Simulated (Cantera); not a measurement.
Charge: 1 mol PH3, 0.066 mol H2O, 0.56 mol O2, equilibrated at 3048.15 K and 0.133 bar.

Equilibrium computed with Cantera from the NASA thermochemical tables; the gas is ideal and each condensed phase is pure. Gases not in the tables: HPO2, HPO3 and P4O6. The numbers say what is thermodynamically allowed, not how fast it happens.

```json
[
 {"species": "H", "before": "0.286", "after": "0.400"},
 {"species": "PO", "before": "0.279", "after": "0.257"},
 {"species": "H2", "before": "0.328", "after": "0.239"},
 {"species": "O", "before": "0.00658", "after": "0.0171"},
 {"species": "H2O", "before": "0.0410", "after": "0.0262"},
 {"species": "OH", "before": "0.0124", "after": "0.0171"},
 {"species": "PO2", "before": "0.0262", "after": "0.0198"},
 {"species": "P", "before": "0.0143", "after": "0.0188"},
 {"species": "O2", "before": "0.000326", "after": "0.000735"},
 {"species": "P2", "before": "0.00513", "after": "0.00299"},
 {"species": "PH", "before": "0.000741", "after": "0.000690"}
]
```
Gas species are given as mole fractions.

Task: Which change was made?
(A) H2O from 0.066 to 2.6 mol
(B) pressure from 0.133 bar to 1.50 bar
(C) temperature from 3048.15 K to 1675 K
(D) temperature from 3048.15 K to 3223.15 K

Result: D, temperature from 3048.15 K to 3223.15 K
